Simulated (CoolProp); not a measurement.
The numbers come from the reference Helmholtz-energy equation of state, Schroeder 2014 in CoolProp.

Q: For ethanol, give the phase and the Z, cp (kJ/(kg K)), speed of sound (m/s), expansivity (1/kK) at 364.5 K and 34 MPa; 469.2 K and 34 MPa.

A: 
- 364.5 K and 34 MPa: liquid; Z 0.679, cp 2.94, speed of sound 1160, expansivity 1.07
- 469.2 K and 34 MPa: liquid; Z 0.611, cp 3.77, speed of sound 873, expansivity 1.82
